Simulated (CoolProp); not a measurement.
Normal hydrogen at 344.77 K and 4.97 MPa flows at 20 m/s in a round tube of 25 mm bore and 0.25 µm roughness, fully developed (64/Re and Nu = 3.66 if laminar; Colebrook and Gnielinski if turbulent). Each further row changes one setting.

Computed with CoolProp (reference Helmholtz-energy equation of state, Leachman 2009).

```
case             Reynolds number  Darcy friction factor  pressure drop (Pa/m)  heat-transfer coefficient (W/(m² K))  mass flow (kg/h)
---------------  ---------------  ---------------------  --------------------  ------------------------------------  ----------------
as stated                    [?]                 0.0162                   [?]                                  2290               120
velocity 40 m/s           345000                 0.0142                   [?]                                  3990               241
diameter 50 mm            345000                 0.0141                   193                                  1990               481
```

Q: Complete the blanks.

A: 
- as stated, Reynolds number: 172000
- as stated, pressure drop (Pa/m): 441
- velocity 40 m/s, pressure drop (Pa/m): 1550

Viscosity comes from a separate model (Muzny 2013). Thermal conductivity comes from a separate model (Assael 2011).
